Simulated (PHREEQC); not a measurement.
Solution (10 °C): 170 mmol/kgw CuSO4, 1.9 mmol/kgw HBF4 and 58 mmol/kgw NaCl. Closed to the air; pH follows from the charge balance.

The numbers come from PHREEQC with the ion-association model, wateq4f.dat.

This is a speciation only: nothing precipitates in the calculation.

### Question
Predict the pH, activity of water, ionic strength.

### Answer
pH 2.98; activity of water 0.994; ionic strength 0.409 mol/kgw.

### Question
In which forms is B present?

### Answer
H3BO3 46 %, BF4- 42 %, BF3OH- 8.1 %, BF2(OH)2- 4.4 % of the B.

Complexes and solids missing from the database can't appear. Away from 25 °C the constants follow the database's enthalpies or fits; those with neither stay at their 25 °C values. Real BF4- forms and hydrolyses slowly; the run takes it at equilibrium.
